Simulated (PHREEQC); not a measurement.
Dissolve 0.51 mol KCl, 0.012 mol K2SO4 and 0.5 mol MgCl2 per kg of water at 25 °C. Closed to the air; pH follows from the charge balance.

Equilibrium calculation in PHREEQC: Pitzer model, pitzer.dat.

```
quantity                 before    after
----------------------  -------  -------
MgOH+ (mol/kgw)         4.47e-7  1.02e-6
HSO4- (mol/kgw)         2.91e-8  1.00e-7
SI of Sylvite (KCl)       -1.42    -1.61
SI of Arcanite (K2SO4)    -2.50    -2.75
```

**Question.** Name the change that produced these shifts.
(A) MgCl2 replaced by MgSO4 at the same molality
(B) temperature from 25 to 45 °C
(C) diluted 2-fold with water
(D) MgCl2 from 0.5 to 0.45 mol/kgw
(E) MgCl2 from 0.5 to 1 mol/kgw

**Answer.** B, temperature from 25 to 45 °C

This is a speciation only: nothing precipitates in the calculation. Away from 25 °C the constants follow the database's enthalpies or fits; those with neither stay at their 25 °C values.
